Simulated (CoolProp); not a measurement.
Values from CoolProp's reference Helmholtz-energy equation of state, Akasaka 2023.

Problem. Give the vapour pressure (kPa), liquid density (kg/m³), vapour density (kg/m³), enthalpy of vaporisation (kJ/kg) of saturated R1336mzz(E) at 230.9, 246.3, 307.8 K.

Solution. 
```tsv
T (K)	p (kPa)	liquid density (kg/m³)	vapour density (kg/m³)	enthalpy of vaporisation (kJ/kg)
230.9	7.52	1500	0.647	178
246.3	19.3	1470	1.57	171
307.8	268	1300	19.1	139
```
